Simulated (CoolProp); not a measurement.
Properties of n-pentane at several states (Tc = 196.5 °C, pc = 3.368 MPa, ω = 0.251).

Values from CoolProp's reference Helmholtz-energy equation of state, Thol 2019.

```csv
T (°C),p (MPa),phase,cv (kJ/(kg K)),speed of sound (m/s),expansivity (1/kK),viscosity (µPa s),fugacity coefficient
341.35,0.164,gas,2.831,269.9,1.668,13.8,0.9936
296.15,5.54,supercritical,2.769,195.7,5.879,11.8,0.7403
-40.65,0.0465,liquid,1.531,1332,1.329,347,0.05602
191.35,10.2,liquid,2.392,460.8,3.175,46.2,0.2825
136.95,0.06,gas,2.045,221.5,2.519,9.32,0.9904
-48.05,6.19,liquid,1.519,1405,1.257,407,0.0003558
```

Viscosity comes from a separate model (Quiñones-Cisneros 2006), older than the equation that it now runs on, and unchecked against measurements.
